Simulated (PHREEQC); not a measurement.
A column of 1 m (30 cells, dispersivity 0.035 m, 60 s a shift, diffusion coefficient 3e-10 m²/s) holds 0.014 eq of the database's cation exchanger X per kg of pore water, first in equilibrium with 0.058 mol/kgw MgCl2 and 1e-05 mol/kgw HCl. It is flushed with 0.0079 mol/kgw MnCl2, 0.02 mol/kgw KCl and 1e-05 mol/kgw HCl, at 25 °C. Values are for the last cell. CO2 from the air is kept out. No solid was allowed to form.

Base run: PHREEQC, ion-association model, phreeqc.dat. Each further column changes one thing. The table gives K in solution (mol/kgw).

```
pore volumes      base  exchange capacity from 0.014 to 0.007 eq/kgw  dispersivity from 0.035 to 0.07 m
------------  --------  --------------------------------------------  ---------------------------------
0                    0                                             0                                  0
0.2167               0                                             0                            3.48e-9
0.5167         3.16e-5                                       6.82e-5                           0.000373
0.7167        0.000870                                       0.00150                                  ?
0.9167         0.00374                                       0.00565                            0.00558
1.217          0.00945                                        0.0125                             0.0104
1.417           0.0127                                             ?                             0.0129
1.617           0.0153                                        0.0176                             0.0148
1.817           0.0171                                        0.0188                                  ?
2.117           0.0188                                        0.0196                             0.0179
2.317           0.0193                                        0.0198                                  ?
2.517           0.0196                                        0.0199                                  ?
2.817           0.0199                                        0.0200                             0.0195
3.017           0.0199                                        0.0200                             0.0197
```

### Question
What belongs in the gaps?

### Answer

- 0.7167, dispersivity from 0.035 to 0.07 m: 0.00233
- 1.417, exchange capacity from 0.014 to 0.007 eq/kgw: 0.0156
- 1.817, dispersivity from 0.035 to 0.07 m: 0.0163
- 2.317, dispersivity from 0.035 to 0.07 m: 0.0185
- 2.517, dispersivity from 0.035 to 0.07 m: 0.0190
